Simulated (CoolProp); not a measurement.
A Linde-Hampson liquefier for carbon monoxide: isothermal reversible compression at 230 K from 1 atm to 15 MPa, throttling to 1 atm, return gas leaving the recuperator 5 K below the feed. Each further row changes one setting.

Values from CoolProp's reference Helmholtz-energy equation of state, Lemmon 2006. It is a short technical equation, of lower accuracy than the large ones.

```csv
case,liquid yield per pass,compression work (kJ/kg of gas)
as stated,?,330
high pressure 30 MPa,?,?
warm-end temperature 260 K,?,?
warm-end gap 10 K,?,330
```

Question: Some entries are withheld; supply them.

Answer: 
- as stated, liquid yield per pass: 0.140
- high pressure 30 MPa, liquid yield per pass: 0.194
- high pressure 30 MPa, compression work (kJ/kg of gas): 376
- warm-end temperature 260 K, liquid yield per pass: 0.095
- warm-end temperature 260 K, compression work (kJ/kg of gas): 379
- warm-end gap 10 K, liquid yield per pass: 0.127
